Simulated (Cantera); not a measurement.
Thermodynamics of carbon deposition, reforming and gasification, feed C2H6 + NH3

Input: 1 mol C2H6, 0.016 mol NH3, at 170000 Pa.

Equilibrium computed with Cantera from the NASA thermochemical tables; the gas is ideal and each condensed phase is pure. Candidate condensed phases: C, C6H6, C7H8, C8H18; 92 gas species. Equilibrium is a limit: real reactors are often held back by kinetics, nucleation or transport.

```json
[
 {"T (K)": "1698", "log p H2": "0.23", "log p H": "-3.73", "log p N2": "-2.36", "log p C2H2 (acetylene)": "-3.91", "n C(graphite)": "1.99"},
 {"T (K)": "1748", "log p H2": "0.23", "log p H": "-3.53", "log p N2": "-2.37", "log p C2H2 (acetylene)": "-3.72", "n C(graphite)": "1.99"},
 {"T (K)": "1798", "log p H2": "0.23", "log p H": "-3.34", "log p N2": "-2.37", "log p C2H2 (acetylene)": "-3.53", "n C(graphite)": "1.99"},
 {"T (K)": "1848", "log p H2": "0.23", "log p H": "-3.16", "log p N2": "-2.38", "log p C2H2 (acetylene)": "-3.36", "n C(graphite)": "1.99"},
 {"T (K)": "1898", "log p H2": "0.23", "log p H": "-2.99", "log p N2": "-2.39", "log p C2H2 (acetylene)": "-3.20", "n C(graphite)": "1.99"},
 {"T (K)": "1948", "log p H2": "0.23", "log p H": "-2.83", "log p N2": "-2.40", "log p C2H2 (acetylene)": "-3.04", "n C(graphite)": "1.99"},
 {"T (K)": "1998", "log p H2": "0.23", "log p H": "-2.68", "log p N2": "-2.41", "log p C2H2 (acetylene)": "-2.89", "n C(graphite)": "1.99"},
 {"T (K)": "2048", "log p H2": "0.23", "log p H": "-2.54", "log p N2": "-2.43", "log p C2H2 (acetylene)": "-2.75", "n C(graphite)": "1.99"},
 {"T (K)": "2098", "log p H2": "0.23", "log p H": "-2.40", "log p N2": "-2.44", "log p C2H2 (acetylene)": "-2.62", "n C(graphite)": "1.99"},
 {"T (K)": "2148", "log p H2": "0.23", "log p H": "-2.27", "log p N2": "-2.46", "log p C2H2 (acetylene)": "-2.49", "n C(graphite)": "1.98"}
]
```
log p: log10 of the partial pressure in bar; n: condensed amount in mol.

From 1698 K to 2148 K the condensed part is C(graphite). The main C-bearing gas is CH4 at 1698 K and C2H2 (acetylene) at 2148 K.
